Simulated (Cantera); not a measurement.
Input (Python, Cantera):

```python
import numpy as np
import cantera as ct

gas = ct.Solution("gri30.yaml")
gas.TPX = 1275, 1000000, {'CO': 1, 'H2': 0.19, 'CH4': 0.059, 'O2': 0.751, 'N2': 2.82, 'H2O': 0.18}
reactor = ct.IdealGasConstPressureReactor(gas, energy="on", clone=False)
net = ct.ReactorNet([reactor])
net.rtol, net.atol = 1e-08, 1e-16
show = ['CO', 'H2', 'CH4', 'HCN', 'CH3']
times = np.geomspace(1e-06, 0.1, 12)

steps = ct.SolutionArray(gas, extra=["t"])
rows = []
print(f"{'t/s':>10s}{'T/K':>9s}{'P/Pa':>11s}" + "".join(f"{s:>11s}" for s in show))
for t in times:
    while net.time < t:
        t_next = net.step()
        steps.append(gas.state, t=t_next)
    rows.append([np.interp(t, steps.t, y) for y in (steps.T, steps.P, *steps(*show).X.T)])
    print(f"{t:10.3e}{rows[-1][0]:9.1f}{rows[-1][1]:11.4g}" + "".join(f"{x:11.3e}" for x in rows[-1][2:]))
rate = np.gradient(steps.T, steps.t)
print("integrator steps:", len(steps.t))
if steps.T.max() > steps.T[0] + 200:
    print(f"time of steepest temperature rise: {steps.t[rate.argmax()]:.4e} s")
gas.TPX = 1275, 1000000, {'CO': 1, 'H2': 0.19, 'CH4': 0.059, 'O2': 0.751, 'N2': 2.82, 'H2O': 0.18}
gas.equilibrate("HP")
print(f"equilibrium (HP): T = {gas.T:.1f} K  " + "  ".join(f"{s} {gas[s].X[0]:.3e}" for s in show))
```

Output:

```
       t/s      T/K       P/Pa         CO         H2        CH4        HCN        CH3
 1.000e-06   1275.0      1e+06  2.000e-01  3.800e-02  1.180e-02  1.208e-22  4.606e-08
 2.848e-06   1275.0      1e+06  2.000e-01  3.800e-02  1.180e-02  4.370e-21  2.584e-07
 8.111e-06   1275.1      1e+06  2.000e-01  3.799e-02  1.180e-02  7.847e-19  2.208e-06
 2.310e-05   1289.2      1e+06  1.994e-01  3.704e-02  1.138e-02  1.044e-12  9.686e-05
 6.579e-05   2794.7      1e+06  5.225e-02  3.989e-03  2.764e-15  6.877e-10  1.993e-14
 1.874e-04   2801.6      1e+06  5.096e-02  3.898e-03  2.871e-15  1.124e-09  2.001e-14
 5.337e-04   2793.5      1e+06  5.109e-02  3.929e-03  3.011e-15  1.756e-09  2.036e-14
 1.520e-03   2788.9      1e+06  5.118e-02  3.949e-03  3.095e-15  2.099e-09  2.055e-14
 4.329e-03   2788.6      1e+06  5.118e-02  3.950e-03  3.100e-15  2.117e-09  2.056e-14
 1.233e-02   2788.6      1e+06  5.118e-02  3.950e-03  3.100e-15  2.117e-09  2.056e-14
 3.511e-02   2788.6      1e+06  5.118e-02  3.950e-03  3.100e-15  2.117e-09  2.056e-14
 1.000e-01   2788.6      1e+06  5.118e-02  3.950e-03  3.100e-15  2.117e-09  2.056e-14
integrator steps: 1681
time of steepest temperature rise: 3.7729e-05 s
equilibrium (HP): T = 2788.6 K  CO 5.118e-02  H2 3.950e-03  CH4 4.099e-15  HCN 2.117e-09  CH3 2.719e-14
```

Detailed kinetics in Cantera: GRI-Mech 3.0 (53 species, 325 reactions).
